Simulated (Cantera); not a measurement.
A closed system holds: 1 mol Si₃N₄, 15 mol NF₃, 0.63 mol H₂, 18 mol H₂O, equilibrated at 1923.15 K and 0.0490 bar.

Cantera equilibrium calculation (NASA polynomials, part measured and part estimated; ideal gas, pure solids and liquids). Candidate condensed phases: H₂O, Si, SiO₂, Si₂N₂O, Si₃N₄; 58 gas species. The tables' values for SiF₃ are old estimates; treat these amounts as uncertain. The tables hold silica as quartz up to 1696 K and as liquid above; real silica turns to tridymite and cristobalite and melts near 1996 K. Kinetics and transport are ignored.

Base state: HF 0.604, N₂ 0.169, O₂ 0.140, SiF₄ 0.0507, H₂O 0.0314, NO 0.00233, OH 0.00149, O 0.000613 (mole fractions); condensed: SiO₂(condensed).

Q: What changes in the equilibrium state with this change: H₂O from 18 to 0.57 mol?

A: 
| species | before | after |
|---|---|---|
| F | 9.89e-5 | 0.668 |
| N₂ | 0.169 | 0.207 |
| SiF₄ | 0.0507 | 0.0655 |
| HF | 0.604 | 0.0524 |
| O₂ | 0.140 | 0.00590 |
| H₂O | 0.0314 | <1e-9 |
| OH | 0.00149 | 3.93e-9 |
| F₂ | <1e-9 | 0.000153 |
| H₂ | 5.98e-5 | <1e-9 |
| H | 3.29e-5 | <1e-9 |
| SiO₂(condensed), mol | 0.166 | 0 |
